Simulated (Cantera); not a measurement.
A perfectly stirred reactor is fed with CO : O₂ : H₂O : N₂ = 0.0025 : 0.054 : 0.058 : 1 (molar parts), at 0.260 bar; it is held at 898 K, and followed from long to short residence time.

Detailed kinetics in Cantera: GRI-Mech 3.0 (53 species, 325 reactions).

Task: What does this change do: pressure from 0.260 bar to 3.40 bar?

Result: 
```tsv
quantity	before	after
x(CO) at τ = 28.0 s	0.000690	0.00128
x(O₂) at τ = 28.0 s	0.0477	0.0480
x(H₂O) at τ = 28.0 s	0.0521	0.0521
x(H) at τ = 28.0 s	6.38e-9	2.98e-11
x(HO₂) at τ = 28.0 s	1.40e-6	4.71e-7
x(CO) at τ = 0.140 s	0.00223	0.00224
x(O₂) at τ = 0.140 s	0.0484	0.0485
x(H₂O) at τ = 0.140 s	0.0520	0.0520
x(H) at τ = 0.140 s	1.36e-8	<1e-12
x(HO₂) at τ = 0.140 s	1.78e-6	1.27e-8
```

Task: What does this change do: pressure from 0.260 bar to 2.90 bar?

Result: 
| quantity | before | after |
|---|---|---|
| x(CO) at τ = 28.0 s | 0.000690 | 0.00127 |
| x(O₂) at τ = 28.0 s | 0.0477 | 0.0480 |
| x(H₂O) at τ = 28.0 s | 0.0521 | 0.0521 |
| x(H) at τ = 28.0 s | 6.38e-9 | 4.21e-11 |
| x(HO₂) at τ = 28.0 s | 1.40e-6 | 5.24e-7 |
| x(CO) at τ = 0.140 s | 0.00223 | 0.00224 |
| x(O₂) at τ = 0.140 s | 0.0484 | 0.0485 |
| x(H₂O) at τ = 0.140 s | 0.0520 | 0.0520 |
| x(H) at τ = 0.140 s | 1.36e-8 | <1e-12 |
| x(HO₂) at τ = 0.140 s | 1.78e-6 | 1.13e-8 |
